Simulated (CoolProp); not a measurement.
Properties of the fluoroketone C6F12O (FK-5-1-12) along the isobar 8.01 MPa (Tc = 168.7 °C, pc = 1.869 MPa, ω = 0.471).

The numbers come from the reference Helmholtz-energy equation of state, McLinden 2015 in CoolProp.

```json
[
 {"T (°C)": "123.85", "phase": "liquid", "Z": "0.5678", "cv (kJ/(kg K))": "0.9647", "speed of sound (m/s)": "329.9", "isothermal compressibility (1/MPa)": "0.008239", "expansivity (1/kK)": "2.392"},
 {"T (°C)": "133.25", "phase": "liquid", "Z": "0.5676", "cv (kJ/(kg K))": "0.9741", "speed of sound (m/s)": "311.4", "isothermal compressibility (1/MPa)": "0.009461", "expansivity (1/kK)": "2.514"},
 {"T (°C)": "142.55", "phase": "liquid", "Z": "0.5683", "cv (kJ/(kg K))": "0.9836", "speed of sound (m/s)": "293.7", "isothermal compressibility (1/MPa)": "0.01089", "expansivity (1/kK)": "2.648"},
 {"T (°C)": "151.95", "phase": "liquid", "Z": "0.5702", "cv (kJ/(kg K))": "0.9933", "speed of sound (m/s)": "276.5", "isothermal compressibility (1/MPa)": "0.01261", "expansivity (1/kK)": "2.797"},
 {"T (°C)": "161.35", "phase": "liquid", "Z": "0.5731", "cv (kJ/(kg K))": "1.003", "speed of sound (m/s)": "260.0", "isothermal compressibility (1/MPa)": "0.01466", "expansivity (1/kK)": "2.962"},
 {"T (°C)": "170.65", "phase": "supercritical", "Z": "0.5773", "cv (kJ/(kg K))": "1.013", "speed of sound (m/s)": "244.4", "isothermal compressibility (1/MPa)": "0.01709", "expansivity (1/kK)": "3.142"},
 {"T (°C)": "180.05", "phase": "supercritical", "Z": "0.5828", "cv (kJ/(kg K))": "1.022", "speed of sound (m/s)": "229.4", "isothermal compressibility (1/MPa)": "0.02002", "expansivity (1/kK)": "3.339"},
 {"T (°C)": "189.45", "phase": "supercritical", "Z": "0.5897", "cv (kJ/(kg K))": "1.032", "speed of sound (m/s)": "215.3", "isothermal compressibility (1/MPa)": "0.02349", "expansivity (1/kK)": "3.549"},
 {"T (°C)": "198.75", "phase": "supercritical", "Z": "0.5981", "cv (kJ/(kg K))": "1.041", "speed of sound (m/s)": "202.4", "isothermal compressibility (1/MPa)": "0.02753", "expansivity (1/kK)": "3.764"},
 {"T (°C)": "208.15", "phase": "supercritical", "Z": "0.6081", "cv (kJ/(kg K))": "1.051", "speed of sound (m/s)": "190.4", "isothermal compressibility (1/MPa)": "0.03225", "expansivity (1/kK)": "3.979"},
 {"T (°C)": "217.45", "phase": "supercritical", "Z": "0.6197", "cv (kJ/(kg K))": "1.060", "speed of sound (m/s)": "179.8", "isothermal compressibility (1/MPa)": "0.03751", "expansivity (1/kK)": "4.177"},
 {"T (°C)": "226.85", "phase": "supercritical", "Z": "0.6329", "cv (kJ/(kg K))": "1.068", "speed of sound (m/s)": "170.5", "isothermal compressibility (1/MPa)": "0.04335", "expansivity (1/kK)": "4.350"}
]
```
